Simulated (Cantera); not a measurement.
Charge: 1 mol MgO, 1.5 mol CH4, 0.44 mol H2, 7.3 mol CO, at 4.80 bar.

Cantera equilibrium calculation (NASA polynomials, part measured and part estimated; ideal gas, pure solids and liquids). Candidate condensed phases: C, C6H6, C7H8, C8H18, H2O, Mg, MgCO3, MgO, Mg(OH)2; 116 gas species. The numbers say what is thermodynamically allowed, not how fast it happens.

Over these rows the condensed part is C(graphite) + MgO(s). Partial pressures as log10 of bar:

| T (K) | 1000/T (1/K) | log p H2O | log p CO | log p H2 |
|---|---|---|---|---|
| 1450 | 0.6897 | -1.91 | 0.51 | 0.18 |
| 1550 | 0.6452 | -2.22 | 0.51 | 0.18 |
| 1650 | 0.6061 | -2.49 | 0.51 | 0.18 |
| 1750 | 0.5714 | -2.74 | 0.51 | 0.19 |
| 1850 | 0.5405 | -2.95 | 0.51 | 0.19 |
| 1950 | 0.5128 | ? | 0.51 | 0.18 |

Fit log p(H2O) = a + b·(1000/T) to the five rows, give the apparent enthalpy, and predict the row at 1950 K.

Means: 1000/T = 0.6106, log p = -2.462. Sxy = 0.097269, Sxx = 0.0139249, so b = 6.99 and a = -2.462 − (6.99)×0.6106 = -6.73.
Apparent enthalpy: −19.145 × (6.99) = -134 kJ/mol. With the condensed phases at unit activity, CO(g) + H2(g) = H2O(g) + C(graphite) links this pressure to the main gases: over the six rows their terms move log p by +0.00 in all, so the slope is close to that reaction's ΔH°. The five rows lie within 0.01 of the line.
Prediction at 1950 K: -6.73 + (6.99)×0.5128 = -3.15. The computed value is -3.15, 0.00 from the line.
